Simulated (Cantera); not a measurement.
A perfectly stirred reactor is fed with 25.6 % C₂H₆, 74.4 % N₂, at 79.0 Pa; it is held at 1050 K, and followed from long to short residence time.

Computed with Cantera and GRI-Mech 3.0 (53 species, 325 reactions). GRI-Mech 3.0 stops at C3 and has no aromatics, soot or wall deposition, so with more carbon than oxygen in the feed, carbon stays in small species such as C2H2 where larger ones or solid carbon would form. Radical loss at walls, strong at low pressure, is not modelled.

### Question
Predict: x(C₂H₆) at τ = 6.10 s; x(CH₄) at τ = 6.10 s; x(C₂H₂) at τ = 6.10 s; x(C₂H₆) at τ = 90.0 ms; x(CH₄) at τ = 90.0 ms.

### Answer
```
Property                  Result
----------------------  --------
x(C₂H₆) at τ = 6.10 s      0.211
x(CH₄) at τ = 6.10 s     0.00559
x(C₂H₂) at τ = 6.10 s   0.000486
x(C₂H₆) at τ = 90.0 ms     0.256
x(CH₄) at τ = 90.0 ms    7.35e-6
```
